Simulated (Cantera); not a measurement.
Charge: 1 mol Si, 0.22 mol CO2, 330 mol N2, at 1950 Torr.

Method: chemical equilibrium by Gibbs-energy minimisation in Cantera with the NASA 1993 tables (ideal gas, pure condensed phases). Candidate condensed phases: C, Si, SiC, SiO2, Si2N2O, Si3N4; 34 gas species. Mutual solubility and eutectic melting of coexisting phases are not modelled. The numbers say what is thermodynamically allowed, not how fast it happens.

Problem. At 1775 K, list the 3 most abundant gas species with their mole fractions, and the condensed phases.

Solution. N2 0.999, CO 0.000667, SiO 1.11e-5. Condensed: Si2N2O(s) + Si3N4(s).
